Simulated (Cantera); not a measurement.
## Ignition delay

Mixture: CH4 : H2 : O2 : N2 : CO2 = 1 : 0.59 : 4.99 : 31.4 : 0.75 (molar parts), equivalence ratio 0.46, at 1.01 bar, adiabatic and at constant volume. Ignition delay is the time to a rise of 400 K.

Computed with Cantera and GRI-Mech 3.0 (53 species, 325 reactions).

| T0 (K) | delay (ms) |
|---|---|
| 1248 | 1.29 |
| 1298 | 0.876 |
| 1348 | 0.612 |
| 1398 | 0.441 |
| 1448 | 0.326 |
| 1498 | 0.247 |

The apparent activation energy between 1398 and 1498 K is 100 kJ/mol.
